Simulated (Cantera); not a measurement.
# Catalytic stagnation flow on Pt

A jet of CH₄ : O₂ : N₂ = 0.08 : 0.055 : 0.79 (molar parts), equivalence ratio 2.9 at 300 K and 0.0651 atm hits a platinum plate 3.3 cm away at a mass flux of 0.021 kg/m²/s; the plate temperature is set and raised in steps from an oxygen-covered start.

Detailed kinetics in Cantera: Deutschmann's 1995 Pt surface mechanism with GRI-Mech 3.0 gas chemistry. Catalytic surfaces can have several steady states; this one follows from the mechanism file's or the stated starting coverage.

| plate T (K) | wall x CH₄ | wall x O₂ | wall x H₂O | wall x OH | wall x CO | wall x CO₂ | θ free Pt | θ H* | θ CO* | θ C* |
|---|---|---|---|---|---|---|---|---|---|---|
| 900 | 0.0517 | 0.0131 | 0.0487 | <1e-8 | 0.0361 | 8.75e-6 | 0.231 | 0.00136 | 0.0432 | 0.724 |
| 950 | 0.0442 | 0.0105 | 0.0461 | <1e-8 | 0.0437 | 1.01e-5 | 0.274 | 0.00166 | 0.0295 | 0.695 |
| 1000 | 0.0335 | 0.00742 | 0.0414 | <1e-8 | 0.0546 | 1.61e-5 | 0.346 | 0.00198 | 0.0259 | 0.626 |
| 1050 | 0.0184 | 0.00387 | 0.0333 | <1e-8 | 0.0698 | 4.78e-5 | 0.511 | 0.00250 | 0.0342 | 0.453 |
| 1100 | 0.00796 | 0.00176 | 0.0271 | <1e-8 | 0.0801 | 0.000280 | 0.794 | 0.00292 | 0.0481 | 0.155 |
x: mole fraction at the wall; θ: surface coverage.
